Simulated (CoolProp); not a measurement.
Propane at 532.87 K and 0.126 MPa flows at 24 m/s in a round tube of 100 mm bore and 1.5 µm roughness, fully developed (64/Re and Nu = 3.66 if laminar; Colebrook and Gnielinski if turbulent). Each further row changes one setting.

Computed with CoolProp (reference Helmholtz-energy equation of state, Lemmon 2009).

| case | Reynolds number | Darcy friction factor | pressure drop (Pa/m) | heat-transfer coefficient (W/(m² K)) | mass flow (kg/h) |
|---|---|---|---|---|---|
| as stated | 215000 | 0.0156 | [?] | 175 | 853 |
| velocity 48 m/s | 429000 | [?] | 199 | [?] | [?] |
| diameter 200 mm | 429000 | [?] | [?] | 153 | 3410 |

Problem. What belongs in the gaps?

Solution. 
- as stated, pressure drop (Pa/m): 56.3
- velocity 48 m/s, Darcy friction factor: 0.0137
- velocity 48 m/s, heat-transfer coefficient (W/(m² K)): 308
- velocity 48 m/s, mass flow (kg/h): 1710
- diameter 200 mm, Darcy friction factor: 0.0136
- diameter 200 mm, pressure drop (Pa/m): 24.7

Viscosity comes from a separate model (Vogel 1998). Thermal conductivity comes from a separate model (Marsh 2002).
